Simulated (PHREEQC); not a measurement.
**Acid rinse or clean (model solution)**

Make-up at 25 °C: 0.0016 mol/kgw HNO3, 0.00016 mol/kgw NaCl and 0.0024 mol/kgw MgCl2. It is in equilibrium with CO2 at log p = -3.4 (atm). Otherwise closed; pH follows from the charge balance.

All values are PHREEQC results (ion-association model, wateq4f.dat), not measurements.

The pH is 2.83. The ionic strength is 0.00896 mol/kgw. The total alkalinity is -1.60 meq/kg.

```
species  molality  activity   log γ
-------  --------  --------  ------
Cl-       0.00496   0.00449  -0.043
Mg+2      0.00240   0.00165  -0.163
H+        0.00160   0.00147  -0.038
NO3-      0.00160   0.00145  -0.044
Na+      0.000160  0.000145  -0.042
CO2       1.35e-5   1.36e-5   0.001
```

No solid was allowed to form.
